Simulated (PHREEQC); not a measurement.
A solution holds 0.0015 mol/kgw Cu(BF4)2, 0.032 mol/kgw HNO3 and 0.13 mol/kgw KCl, at 25 °C. Closed to the air; pH follows from the charge balance.

All values are PHREEQC results (ion-association model, wateq4f.dat), not measurements.

| quantity | before | after |
|---|---|---|
| pH | 1.60 | 1.63 |
| HF (mol/kgw) | 0.00474 | 0.0100 |
| Cu+2 (mol/kgw) | 0.00133 | 0.000655 |
| H3BO3 (mol/kgw) | 0.00122 | 0.00252 |
| F- (mol/kgw) | 0.000182 | 0.000130 |
| CuCl+ (mol/kgw) | 0.000160 | 0.000799 |
| SI of CuF2:2H2O (CuF2:2H2O) | -6.55 | -6.79 |
| SI of Tenorite (CuO) | -7.75 | -6.18 |

### Question
What was changed between the two runs?
A. HNO3 from 0.032 to 0.048 mol/kgw
B. temperature from 25 to 85 °C
C. temperature from 25 to 70 °C
D. diluted 2-fold with water
E. 0.0028 mol/kgw KHCO3 added

### Answer
B, temperature from 25 to 85 °C

This is a speciation only: nothing precipitates in the calculation. At this temperature some constants are extrapolated from 25 °C, and those without enthalpy data are left unchanged. Real BF4- forms and hydrolyses slowly; the run takes it at equilibrium.
